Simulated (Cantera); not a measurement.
Cantera with NASA thermochemical tables; ideal gases at 1 bar, condensed phases pure. Values are per mole of reaction as written; species without (g) are pure solids or liquids, kept so even where they would boil at 1 bar.

Problem. Between 300 and 825 K, where is each reaction favourable under standard conditions?
- Si₃N₄ ⇌ 4 N(g) + 3 Si(g)

Solution. 
- Si₃N₄ ⇌ 4 N(g) + 3 Si(g): ΔG° is 3684 kJ at 300 K and 3147 kJ at 825 K; it stays positive (K < 1). ΔH° is 3997 kJ and ΔS° 1031 J/K at 825 K.
